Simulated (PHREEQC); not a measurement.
A solution holds 0.095 mol/kgw Na2CO3 and 0.00019 mol/kgw NaCl, at 25 °C. Closed to the air; pH follows from the charge balance.

Computed with PHREEQC (ion-association model, phreeqc.dat).

```json
{
 "pH": "11.26",
 "ionic_strength": "0.197 mol/kgw",
 "specific_conductance": "11500 µS/cm",
 "density": "1.007 g/cm³",
 "total_alkalinity": "190 meq/kg"
}
```

```tsv
species	molality	activity	log γ
Na+	0.147	0.110	-0.126
CO3-2	0.0498	0.0155	-0.507
NaCO3-	0.0426	0.0319	-0.127
OH-	0.00257	0.00182	-0.150
HCO3-	0.00246	0.00184	-0.127
Cl-	0.000190	0.000136	-0.145
NaHCO3	0.000109	0.000114	0.020
CO2	2.20e-8	2.30e-8	0.020
```

Precipitation was switched off in this run.
